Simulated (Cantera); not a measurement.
Cantera run, input and output.

```python
import numpy as np
import cantera as ct

gas = ct.Solution("gri30.yaml")
gas.TPX = 1475, 100000, {'CH4': 1, 'C2H6': 0.23, 'O2': 1.22, 'N2': 11.8}
reactor = ct.IdealGasReactor(gas, energy="on", clone=False)
net = ct.ReactorNet([reactor])
net.rtol, net.atol = 1e-08, 1e-16
show = ['CH4', 'C2H6', 'O2', 'HCN', 'CO', 'H']
times = np.geomspace(2e-06, 2, 12)

steps = ct.SolutionArray(gas, extra=["t"])
rows = []
print(f"{'t/s':>10s}{'T/K':>9s}{'P/Pa':>11s}" + "".join(f"{s:>11s}" for s in show))
for t in times:
    while net.time < t:
        t_next = net.step()
        steps.append(gas.state, t=t_next)
    rows.append([np.interp(t, steps.t, y) for y in (steps.T, steps.P, *steps(*show).X.T)])
    print(f"{t:10.3e}{rows[-1][0]:9.1f}{rows[-1][1]:11.4g}" + "".join(f"{x:11.3e}" for x in rows[-1][2:]))
rate = np.gradient(steps.T, steps.t)
print("integrator steps:", len(steps.t))
if steps.T.max() > steps.T[0] + 200:
    print(f"time of steepest temperature rise: {steps.t[rate.argmax()]:.4e} s")
gas.TPX = 1475, 100000, {'CH4': 1, 'C2H6': 0.23, 'O2': 1.22, 'N2': 11.8}
gas.equilibrate("UV")
print(f"equilibrium (UV): T = {gas.T:.1f} K  " + "  ".join(f"{s} {gas[s].X[0]:.3e}" for s in show))
```

Result:

```
       t/s      T/K       P/Pa        CH4       C2H6         O2        HCN         CO          H
 2.000e-06   1474.8  9.999e+04  7.017e-02  1.613e-02  8.561e-02  7.857e-18  1.260e-10  5.004e-08
 7.022e-06   1474.4  9.997e+04  7.017e-02  1.609e-02  8.561e-02  1.754e-16  7.932e-09  3.230e-07
 2.466e-05   1473.2   9.99e+04  7.014e-02  1.591e-02  8.556e-02  2.809e-14  5.848e-07  2.157e-06
 8.658e-05   1472.2  9.994e+04  6.940e-02  1.481e-02  8.491e-02  5.420e-12  5.583e-05  9.239e-06
 3.040e-04   1503.4   1.03e+05  6.211e-02  8.649e-03  7.787e-02  2.611e-10  2.853e-03  3.024e-05
 1.067e-03   2194.7  1.638e+05  1.184e-03  2.167e-07  2.353e-07  1.035e-04  6.772e-02  1.212e-03
 3.748e-03   2187.4  1.655e+05  4.459e-04  2.574e-08  1.476e-07  1.502e-04  8.038e-02  1.267e-03
 1.316e-02   2183.1  1.658e+05  2.356e-06  7.405e-13  1.347e-07  4.035e-05  8.386e-02  1.316e-03
 4.620e-02   2183.7  1.658e+05  1.242e-10  2.715e-21  1.436e-07  9.898e-07  8.390e-02  1.357e-03
 1.622e-01   2184.1  1.659e+05  9.205e-11  1.592e-21  1.443e-07  2.783e-07  8.390e-02  1.359e-03
 5.696e-01   2184.1  1.659e+05  9.027e-11  1.539e-21  1.444e-07  1.851e-07  8.390e-02  1.359e-03
 2.000e+00   2184.1  1.659e+05  9.025e-11  1.538e-21  1.444e-07  1.841e-07  8.390e-02  1.359e-03
integrator steps: 1848
time of steepest temperature rise: 5.4589e-04 s
equilibrium (UV): T = 2184.1 K  CH4 1.026e-10  C2H6 1.920e-21  O2 1.444e-07  HCN 1.841e-07  CO 8.390e-02  H 1.359e-03
```

Detailed kinetics in Cantera: GRI-Mech 3.0 (53 species, 325 reactions).
